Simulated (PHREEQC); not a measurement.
Solution (25 °C): 0.076 mol/kgw HF, 0.036 mol/kgw NaF and 0.041 mol/kgw KCl. Closed to the air; pH follows from the charge balance.

Model: ion-association model, phreeqc.dat, run in PHREEQC.

Precipitation was switched off in this run.

Task: Order these F species by the share of F that they hold, largest first: F-, NaF, HF2-, HF.

Result: HF (59 %), F- (27 %), HF2- (14 %), NaF (0.34 %)

The pH is 2.72 and the ionic strength 0.0789 mol/kgw. Complexes and solids missing from the database can't appear.
